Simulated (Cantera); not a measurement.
Charge: 1 mol Pb, 8.6 mol H₂O, 2.2 mol H₂, held at 750 Torr.

Equilibrium computed with Cantera from the NASA thermochemical tables; the gas is ideal and each condensed phase is pure. Candidate condensed phases: H₂O, Pb, PbO, PbO₂, Pb₃O₄; 12 gas species. Gases not in the tables: (PbO)n polymers. Equilibrium is a limit: real reactors are often held back by kinetics, nucleation or transport.

Question: Which condensed phases are stable at each of these points (T (°C)): 475, 575, 675, 775, 875, 975, 1075, 1175, 1275, 1375, 1475, 1575, 1675?

Answer: 
```csv
T (°C),condensed phases,Pb condensed (%)
475,Pb(l),100.0
575,Pb(l),100.0
675,Pb(l),100.0
775,Pb(l),100.0
875,Pb(l),99.7
975,Pb(l),98.6
1075,Pb(l),94.8
1175,Pb(l),84.0
1275,Pb(l),56.7
1375,gas only,0.0
1475,gas only,0.0
1575,gas only,0.0
1675,gas only,0.0
```

From 475 °C to 1275 °C the condensed part is Pb(l). From 1375 °C to 1675 °C nothing is condensed.
